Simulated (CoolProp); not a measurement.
Vapour pressure (MPa) of benzene: the reference equation beside estimates from Tc = 288.9 °C, pc = 4.906 MPa, ω = 0.211. Clausius-Clapeyron is anchored at 176.95 °C with a constant enthalpy of vaporisation of 24.19 kJ/mol.

Model: reference Helmholtz-energy equation of state, Thol 2012, in CoolProp.

| T (°C) | reference | Lee-Kesler | Clausius-Clapeyron | van der Waals | Redlich-Kwong | Soave-Redlich-Kwong | Peng-Robinson |
|---|---|---|---|---|---|---|---|
| 136.85 | 0.4413 | 0.4422 | [?] | 1.210 | 0.6022 | 0.4423 | 0.4391 |
| 150.25 | 0.5854 | 0.5872 | 0.6474 | 1.416 | 0.7744 | 0.5880 | 0.5824 |
| 163.65 | 0.7618 | 0.7647 | 0.7993 | 1.643 | 0.9787 | 0.7671 | 0.7586 |
| 176.95 | 0.9732 | 0.9771 | 0.9732 | 1.890 | 1.216 | 0.9822 | 0.9704 |
| 190.35 | 1.227 | 1.232 | 1.173 | 2.162 | 1.492 | 1.241 | 1.226 |
| 203.75 | 1.527 | 1.532 | 1.399 | 2.456 | 1.808 | 1.547 | 1.528 |
| 217.15 | 1.877 | 1.882 | 1.653 | 2.775 | 2.167 | 1.905 | 1.882 |
| 230.45 | 2.280 | 2.286 | 1.934 | 3.115 | 2.568 | 2.316 | 2.291 |
| 243.85 | 2.748 | 2.755 | 2.246 | 3.483 | 3.018 | 2.791 | 2.765 |
| 257.25 | 3.287 | 3.295 | 2.589 | 3.876 | 3.518 | [?] | 3.310 |
| 270.65 | 3.905 | 3.914 | 2.964 | [?] | 4.070 | 3.947 | 3.930 |

Task: Some entries are withheld; supply them.

Result: 
- 136.85, Clausius-Clapeyron: 0.5172
- 257.25, Soave-Redlich-Kwong: 3.333
- 270.65, van der Waals: 4.295

Absolute difference from the reference over all 11 rows, mean and median: Lee-Kesler 0.3 and 0.3 %, Clausius-Clapeyron 12.4 and 11.9 %, van der Waals 72.9 and 60.8 %, Redlich-Kwong 19.2 and 18.4 %, Soave-Redlich-Kwong 1.1 and 1.1 %, Peng-Robinson 0.4 and 0.5 %.
